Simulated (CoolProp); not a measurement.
Model: reference Helmholtz-energy equation of state, Lemmon 2005, in CoolProp. It is a short technical equation, of lower accuracy than the large ones.

Question: Give the vapour pressure (MPa), liquid density (kg/m³), vapour density (kg/m³), surface tension (mN/m) of saturated cis-2-butene at 27.65, 30.95 °C.

Answer: 
```csv
T (°C),p (MPa),liquid density (kg/m³),vapour density (kg/m³),surface tension (mN/m)
27.65,0.233,612,5.62,13.7
30.95,0.258,608,6.19,13.3
```

Surface tension comes from a separate correlation (Mulero 2014).
